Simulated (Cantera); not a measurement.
Charge: 1 mol BCl3, 0.067 mol O2, held at 825 K and 23.0 mbar.

Equilibrium computed with Cantera from the NASA thermochemical tables; the gas is ideal and each condensed phase is pure. Candidate condensed phases: B, B2O3; 18 gas species. Rates play no part.

Base state: BCl3 0.829, Cl2 0.128, B3O3Cl3 0.0428, Cl 3.88e-5 (mole fractions); condensed: gas only.

**Question.** What changes in the equilibrium state with this change: O2 from 0.067 to 7.1 mol?

**Answer.** 
```json
[
 {"species": "O2", "before": "<1e-9", "after": "0.809"},
 {"species": "Cl2", "before": "0.128", "after": "0.191"},
 {"species": "Cl", "before": "3.88e-5", "after": "4.73e-5"},
 {"species": "BCl3", "before": "0.829", "after": "<1e-9"},
 {"species": "B3O3Cl3", "before": "0.0428", "after": "<1e-9"},
 {"species": "B2O3(l), mol", "before": "0", "after": "0.500"}
]
```
